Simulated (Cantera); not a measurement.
An adiabatic, constant-pressure homogeneous reactor starts with H₂ : O₂ : N₂ = 1 : 1.25 : 4.7 (molar parts), equivalence ratio 0.40, at 1173 K and 3080 Torr. Integrator tolerance rtol = 1e-08.

Model: the H2/O2 subset of GRI-Mech 3.0, which has no nitrogen chemistry, integrated in Cantera. The hydrogen kinetics of GRI-Mech 3.0 are dated; newer H2 mechanisms differ, most at raised pressure.

**Question.** What does this change do: initial temperature 1173 to 1798 K?

**Answer.** 
| quantity | before | after |
|---|---|---|
| time of steepest temperature rise | 24.2 µs | 1.72 µs |
| temperature at 3.00 s | 2182 K | 2661 K |
| equilibrium temperature | 2182 K | 2661 K |
| x(H₂) at 3.00 s | 0.000228 (gas-phase equilibrium 0.000228) | 0.00263 (gas-phase equilibrium 0.00263) |
| x(O₂) at 3.00 s | 0.115 (gas-phase equilibrium 0.115) | 0.110 (gas-phase equilibrium 0.110) |
| x(O) at 3.00 s | 0.000406 (gas-phase equilibrium 0.000406) | 0.00504 (gas-phase equilibrium 0.00504) |
| x(H) at 3.00 s | 3.82e-5 (gas-phase equilibrium 3.82e-5) | 0.00125 (gas-phase equilibrium 0.00125) |
| x(HO₂) at 3.00 s | 6.23e-6 (gas-phase equilibrium 6.23e-6) | 2.21e-5 (gas-phase equilibrium 2.21e-5) |
| x(OH) at 3.00 s | 0.00347 (gas-phase equilibrium 0.00347) | 0.0166 (gas-phase equilibrium 0.0166) |
| x(H₂O) at 3.00 s | 0.153 (gas-phase equilibrium 0.153) | 0.142 (gas-phase equilibrium 0.142) |

**Question.** What does this change do: pressure from 3080 Torr to 8250 Torr?

**Answer.** 
```
quantity                                                              before                                      after
---------------------------------  -----------------------------------------  -----------------------------------------
time of steepest temperature rise                                    24.2 µs                                   0.220 ms
temperature at 3.00 s                                                 2182 K                                     2187 K
equilibrium temperature                                               2182 K                                     2187 K
x(H₂) at 3.00 s                    0.000228 (gas-phase equilibrium 0.000228)  0.000144 (gas-phase equilibrium 0.000144)
x(O₂) at 3.00 s                          0.115 (gas-phase equilibrium 0.115)        0.115 (gas-phase equilibrium 0.115)
x(O) at 3.00 s                     0.000406 (gas-phase equilibrium 0.000406)  0.000256 (gas-phase equilibrium 0.000256)
x(H) at 3.00 s                       3.82e-5 (gas-phase equilibrium 3.82e-5)    1.90e-5 (gas-phase equilibrium 1.90e-5)
x(HO₂) at 3.00 s                     6.23e-6 (gas-phase equilibrium 6.23e-6)    8.13e-6 (gas-phase equilibrium 8.13e-6)
x(OH) at 3.00 s                      0.00347 (gas-phase equilibrium 0.00347)    0.00277 (gas-phase equilibrium 0.00277)
x(H₂O) at 3.00 s                         0.153 (gas-phase equilibrium 0.153)        0.153 (gas-phase equilibrium 0.153)
```
